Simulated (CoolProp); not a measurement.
Vapour-liquid equilibrium of diethyl ether (1) + benzene (2) at 0.811 MPa; x and y are mole fractions of (1).

Model: multi-fluid Helmholtz-energy mixture model, Thol 2014 and Thol 2012; pair parameters Bell 2016, in CoolProp.

```json
[
 {"x": "0.05", "bubble temperature (K)": "435.7", "y at the bubble point": "?", "dew temperature at overall composition x (K)": "438.2", "liquid density (mol/L)": "9.021"},
 {"x": "0.2", "bubble temperature (K)": "424.0", "y at the bubble point": "0.383", "dew temperature at overall composition x (K)": "432.2", "liquid density (mol/L)": "8.922"},
 {"x": "0.35", "bubble temperature (K)": "413.9", "y at the bubble point": "?", "dew temperature at overall composition x (K)": "425.5", "liquid density (mol/L)": "8.797"},
 {"x": "0.5", "bubble temperature (K)": "405.2", "y at the bubble point": "0.722", "dew temperature at overall composition x (K)": "?", "liquid density (mol/L)": "?"},
 {"x": "0.65", "bubble temperature (K)": "397.6", "y at the bubble point": "?", "dew temperature at overall composition x (K)": "409.7", "liquid density (mol/L)": "8.481"},
 {"x": "0.8", "bubble temperature (K)": "390.8", "y at the bubble point": "0.915", "dew temperature at overall composition x (K)": "?", "liquid density (mol/L)": "?"},
 {"x": "0.95", "bubble temperature (K)": "384.7", "y at the bubble point": "0.981", "dew temperature at overall composition x (K)": "387.7", "liquid density (mol/L)": "8.088"}
]
```

### Question
Fill in the missing entries.

### Answer

- 0.05, y at the bubble point: 0.113
- 0.35, y at the bubble point: 0.578
- 0.5, dew temperature at overall composition x (K): 418.1
- 0.5, liquid density (mol/L): 8.649
- 0.65, y at the bubble point: 0.831
- 0.8, dew temperature at overall composition x (K): 399.8
- 0.8, liquid density (mol/L): 8.294

No azeotrope shows between x = 0.05 and 0.95.

Pair parameters are fitted to limited data, so mixtures are less certain than the pure fluids.
